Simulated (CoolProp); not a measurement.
Vapour-liquid equilibrium of CH2F2 (R32) (1) + R236FA (2) at 323.5 K; x and y are mole fractions of (1).

Model: multi-fluid Helmholtz-energy mixture model, Tillner-Roth 1997 and Pan 2012; pair parameters Bell 2016, in CoolProp.

```
x     bubble pressure, mixture model (bar)  bubble pressure, Raoult's law (bar)  y, mixture model  y, Raoult's law
----  ------------------------------------  -----------------------------------  ----------------  ---------------
0.05                            (withheld)                                7.173        (withheld)            0.221
0.2                                  9.956                                11.04             0.468            0.574
0.35                                 13.35                                14.91             0.647            0.743
0.5                                  16.98                                18.78        (withheld)            0.843
0.65                                 20.88                                22.64        (withheld)            0.909
0.8                             (withheld)                                26.51             0.919            0.956
0.95                                 29.93                                30.38             0.980            0.990
```

Q: What belongs in the gaps?

A: 
- 0.05, bubble pressure, mixture model (bar): 6.843
- 0.05, y, mixture model: 0.159
- 0.5, y, mixture model: 0.764
- 0.65, y, mixture model: 0.849
- 0.8, bubble pressure, mixture model (bar): 25.14

The largest gap from Raoult's law is -10.5 % in bubble pressure, at x = 0.35. No azeotrope shows between x = 0.05 and 0.95.

The pair parameters rest on a limited set of measurements; away from them the model extrapolates.
